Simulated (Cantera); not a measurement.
Input (Python, Cantera) and output of one run.

```python
import numpy as np
import cantera as ct

gas_names = """
    Fe FeO O O2 O3 S SO SO2 SO3 S2 S2O S8
""".split()
cond_names = """
    Fe(a) Fe(c) Fe(d) Fe(L) FeO(s) FeO(L) FeS(a) FeS(b) FeS(c) FeS(L) FeSO4(s) FeS2(s) Fe2O3(s)
    Fe2S3O12(s) Fe3O4(s) S(cr1) S(cr2) S(L)
""".split()


# ... load() reads the species with a 1 bar reference pressure and builds the phases ...
atoms = {
    'Fe2O3': {'Fe': 2, 'O': 3},
    'SO3': {'S': 1, 'O': 3},
    'O2': {'O': 2},
}
top_T = {'FeSO4(s)': 950, 'FeS2(s)': 1010, 'Fe2O3(s)': 1830, 'Fe2S3O12(s)': 1100, 'Fe3O4(s)': 1870}  # K; cautious upper limits of use, not melting points


# ... equilibrate(T, P, feed) seeds the gas with the atoms and calls Mixture.equilibrate('TP', solver="vcs", rtol=1e-11, max_steps=5000) ...
results = []
feed = {'Fe2O3': 1, 'SO3': 1.1, 'O2': 0.13}  # mol
P = 100000  # Pa
for T in [700, 800, 900, 1000, 1100, 1200, 1300, 1400, 1500, 1600, 1700, 1800]:
    mix = equilibrate(T, P, feed)
    results.append((T, P, feed, dict(zip(mix.species_names, mix.species_moles))))
    x = sorted(zip(gas.X, gas.species_names), reverse=True)
    print(f"T = {T:g} K  P = {P:g} Pa  gas = {mix.phase_moles(0):.4g} mol")
    print("   x: " + "  ".join(f"{s} {v:.3e}" for v, s in x if v > 1e-06))
    print("   condensed (mol): " + ("  ".join(f"{mix.phase(i).name} {mix.phase_moles(i):.4g}"
          for i in range(1, mix.n_phases) if mix.phase_moles(i) > 1e-12) or "none"))
```

It prints:

```
T = 700 K  P = 100000 Pa  gas = 0.13 mol
   x: O2 1.000e+00  SO3 2.101e-05
   condensed (mol): Fe2O3(s) 0.6333  Fe2S3O12(s) 0.3667
T = 800 K  P = 100000 Pa  gas = 0.1302 mol
   x: O2 9.988e-01  SO3 1.183e-03  SO2 3.437e-05
   condensed (mol): Fe2O3(s) 0.6334  Fe2S3O12(s) 0.3666
T = 900 K  P = 100000 Pa  gas = 0.1345 mol
   x: O2 9.689e-01  SO3 2.699e-02  SO2 4.106e-03
   condensed (mol): Fe2O3(s) 0.6347  Fe2S3O12(s) 0.3653
T = 1000 K  P = 100000 Pa  gas = 0.5624 mol
   x: O2 3.784e-01  SO3 3.272e-01  SO2 2.945e-01
   condensed (mol): Fe2O3(s) 0.7499  Fe2S3O12(s) 0.2501
T = 1100 K  P = 100000 Pa  gas = 1.636 mol
   x: SO2 4.959e-01  O2 3.274e-01  SO3 1.766e-01
   condensed (mol): Fe2O3(s) 1
T = 1200 K  P = 100000 Pa  gas = 1.707 mol
   x: SO2 5.588e-01  O2 3.556e-01  SO3 8.567e-02
   condensed (mol): Fe2O3(s) 1
T = 1300 K  P = 100000 Pa  gas = 1.742 mol
   x: SO2 5.879e-01  O2 3.686e-01  SO3 4.357e-02
   condensed (mol): Fe2O3(s) 1
T = 1400 K  P = 100000 Pa  gas = 1.759 mol
   x: SO2 6.015e-01  O2 3.747e-01  SO3 2.381e-02
   condensed (mol): Fe2O3(s) 1
T = 1500 K  P = 100000 Pa  gas = 1.768 mol
   x: SO2 6.083e-01  O2 3.777e-01  SO3 1.397e-02  O 2.492e-06
   condensed (mol): Fe2O3(s) 1
T = 1600 K  P = 100000 Pa  gas = 1.772 mol
   x: SO2 6.119e-01  O2 3.793e-01  SO3 8.737e-03  O 8.932e-06  SO 1.584e-06
   condensed (mol): Fe2O3(s) 1
T = 1700 K  P = 100000 Pa  gas = 1.921 mol
   x: SO2 5.670e-01  O2 4.273e-01  SO3 5.648e-03  O 2.922e-05  SO 5.250e-06
   condensed (mol): Fe2O3(s) 0.1223  Fe3O4(s) 0.5851
T = 1800 K  P = 100000 Pa  gas = 1.943 mol
   x: SO2 5.622e-01  O2 4.338e-01  SO3 3.893e-03  O 8.014e-05  SO 1.691e-05
   condensed (mol): Fe3O4(s) 0.6667
```

Method: chemical equilibrium by Gibbs-energy minimisation in Cantera with the NASA 1993 tables (ideal gas, pure condensed phases). Mutual solubility and eutectic melting of coexisting phases are not modelled.
